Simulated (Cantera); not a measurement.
A perfectly stirred reactor is fed with NO : N2 = 1 : 2.1 (molar parts), at 0.200 bar; it is held at 2075 K, and followed from long to short residence time.

Cantera simulation using GRI-Mech 3.0 (53 species, 325 reactions); the numbers are that mechanism's predictions, not measurements.

x: mole fraction; the columns are a selection and need not sum to one.

```
τ (s)          x NO        x O2       x N2O         x O       x NO2   x N2
-------  ----------  ----------  ----------  ----------  ----------  -----
21           0.0296       0.146     5.13e-7     0.00100     1.68e-5  0.823
6.7      (withheld)  (withheld)  (withheld)    0.000953  (withheld)  0.808
2.1      (withheld)  (withheld)  (withheld)  (withheld)  (withheld)  0.774
0.68          0.221      0.0503     2.04e-5    0.000622     7.51e-5  0.728
0.21          0.289      0.0167     3.66e-5    0.000404     6.09e-5  0.694
0.068         0.312     0.00492     4.37e-5    0.000287     4.46e-5  0.682
0.021         0.320     0.00132     4.48e-5    0.000227     3.51e-5  0.679
0.0068        0.322    0.000313     4.14e-5    0.000175     2.72e-5  0.678
0.0021        0.322     4.18e-5     3.16e-5     9.48e-5     1.48e-5  0.677
0.00068       0.323     3.51e-6     1.80e-5     3.20e-5     4.48e-6  0.677
```

### Question
What belongs in the gaps?

### Answer

- 6.7, x NO: 0.0606
- 6.7, x O2: 0.130
- 6.7, x N2O: 1.58e-6
- 6.7, x NO2: 3.26e-5
- 2.1, x NO: 0.128
- 2.1, x O2: 0.0969
- 2.1, x N2O: 6.59e-6
- 2.1, x O: 0.000831
- 2.1, x NO2: 5.94e-5
